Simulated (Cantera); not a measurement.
Feed: 1 mol HMDSO, 0.2 mol O3, at 1752 °C.

Cantera equilibrium calculation (NASA polynomials, part measured and part estimated; ideal gas, pure solids and liquids). Candidate condensed phases: C, C6H6, C7H8, C8H18, H2O, Si, SiC, SiO2; 123 gas species. The feed counts by its element totals alone. The numbers say what is thermodynamically allowed, not how fast it happens.

x: gas mole fraction; n: condensed amount in mol.

```json
[
 {"P (Pa)": "5", "x H2": "0.591", "x H": "0.209", "x CO": "0.123", "x Si": "0.0699", "x SiC2": "0.00325", "x Si2C": "0.00213", "n C(graphite)": "3.31", "n SiC(s)": "0.979"},
 {"P (Pa)": "26", "x H2": "0.741", "x H": "0.103", "x CO": "0.140", "x Si": "0.0135", "x SiC2": "0.000625", "x Si2C": "0.000409", "n C(graphite)": "2.57", "n SiC(s)": "1.81"},
 {"P (Pa)": "140", "x H2": "0.803", "x H": "0.0461", "x CO": "0.146", "x Si": "0.00250", "x SiC2": "0.000116", "x Si2C": "7.60e-5", "n C(graphite)": "2.44", "n SiC(s)": "1.95"},
 {"P (Pa)": "710", "x H2": "0.829", "x H": "___", "x CO": "0.148", "x Si": "___", "x SiC2": "___", "x Si2C": "___", "n C(graphite)": "2.42", "n SiC(s)": "1.98"},
 {"P (Pa)": "3700", "x H2": "0.840", "x H": "0.00917", "x CO": "0.149", "x Si": "9.45e-5", "x SiC2": "4.39e-6", "x Si2C": "2.88e-6", "n C(graphite)": "2.42", "n SiC(s)": "1.98"},
 {"P (Pa)": "19000", "x H2": "0.844", "x H": "___", "x CO": "0.149", "x Si": "___", "x SiC2": "___", "x Si2C": "___", "n C(graphite)": "2.41", "n SiC(s)": "1.98"},
 {"P (Pa)": "100000", "x H2": "0.846", "x H": "0.00177", "x CO": "0.149", "x Si": "3.50e-6", "x SiC2": "1.62e-7", "x Si2C": "1.06e-7", "n C(graphite)": "2.41", "n SiC(s)": "1.98"}
]
```

**Question.** What belongs in the gaps?

**Answer.** 
- 19000, x H: 0.00406
- 19000, x Si: 1.84e-5
- 19000, x SiC2: 8.55e-7
- 19000, x Si2C: 5.60e-7
- 710, x H: 0.0208
- 710, x Si: 0.000493
- 710, x SiC2: 2.29e-5
- 710, x Si2C: 1.50e-5
